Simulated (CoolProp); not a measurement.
Vapour pressure (MPa) of c-C4F8 (RC318): the reference equation beside estimates from Tc = 115.2 °C, pc = 2.778 MPa, ω = 0.355. Clausius-Clapeyron is anchored at 1.85 °C with a constant enthalpy of vaporisation of 22.77 kJ/mol.

Values from CoolProp's reference Helmholtz-energy equation of state, Platzer 1990. This equation is an older, rougher fit; its heat capacities, sound speeds and derivatives of the liquid may be far off and weren't checked against measurements.

```json
[
 {"T (°C)": "-20.65", "reference": "0.05288", "Clausius-Clapeyron": "0.05705", "van der Waals": "0.3778", "Soave-Redlich-Kwong": "0.05285", "Peng-Robinson": "0.05344"},
 {"T (°C)": "-16.15", "reference": "0.06517", "Clausius-Clapeyron": "0.06898", "van der Waals": "0.4153", "Soave-Redlich-Kwong": "0.06512", "Peng-Robinson": "0.06562"},
 {"T (°C)": "-11.65", "reference": "0.07962", "Clausius-Clapeyron": "0.08286", "van der Waals": "0.4553", "Soave-Redlich-Kwong": "0.07955", "Peng-Robinson": "0.07993"},
 {"T (°C)": "-7.15", "reference": "0.09649", "Clausius-Clapeyron": "0.09892", "van der Waals": "0.4977", "Soave-Redlich-Kwong": "0.09641", "Peng-Robinson": "0.09661"},
 {"T (°C)": "-2.65", "reference": "0.1160", "Clausius-Clapeyron": "0.1174", "van der Waals": "0.5427", "Soave-Redlich-Kwong": "0.1160", "Peng-Robinson": "0.1159"},
 {"T (°C)": "1.85", "reference": "0.1386", "Clausius-Clapeyron": "0.1386", "van der Waals": "0.5902", "Soave-Redlich-Kwong": "0.1385", "Peng-Robinson": "0.1382"},
 {"T (°C)": "6.35", "reference": "0.1643", "Clausius-Clapeyron": "0.1626", "van der Waals": "0.6404", "Soave-Redlich-Kwong": "0.1644", "Peng-Robinson": "0.1636"},
 {"T (°C)": "10.85", "reference": "0.1936", "Clausius-Clapeyron": "0.1900", "van der Waals": "0.6932", "Soave-Redlich-Kwong": "0.1938", "Peng-Robinson": "0.1926"},
 {"T (°C)": "15.35", "reference": "0.2268", "Clausius-Clapeyron": "0.2208", "van der Waals": "0.7488", "Soave-Redlich-Kwong": "0.2272", "Peng-Robinson": "0.2254"},
 {"T (°C)": "19.85", "reference": "0.2642", "Clausius-Clapeyron": "0.2554", "van der Waals": "0.8072", "Soave-Redlich-Kwong": "0.2648", "Peng-Robinson": "0.2624"},
 {"T (°C)": "24.35", "reference": "0.3061", "Clausius-Clapeyron": "0.2942", "van der Waals": "0.8684", "Soave-Redlich-Kwong": "0.3070", "Peng-Robinson": "0.3039"},
 {"T (°C)": "28.85", "reference": "0.3528", "Clausius-Clapeyron": "0.3375", "van der Waals": "0.9325", "Soave-Redlich-Kwong": "0.3542", "Peng-Robinson": "0.3502"},
 {"T (°C)": "33.35", "reference": "0.4047", "Clausius-Clapeyron": "0.3855", "van der Waals": "0.9996", "Soave-Redlich-Kwong": "0.4067", "Peng-Robinson": "0.4018"},
 {"T (°C)": "37.85", "reference": "0.4622", "Clausius-Clapeyron": "0.4387", "van der Waals": "1.070", "Soave-Redlich-Kwong": "0.4649", "Peng-Robinson": "0.4591"}
]
```

Absolute difference from the reference over all 14 rows, mean and median: Clausius-Clapeyron 3.5 and 3.6 %, van der Waals 310.2 and 273.9 %, Soave-Redlich-Kwong 0.2 and 0.1 %, Peng-Robinson 0.6 and 0.6 %.
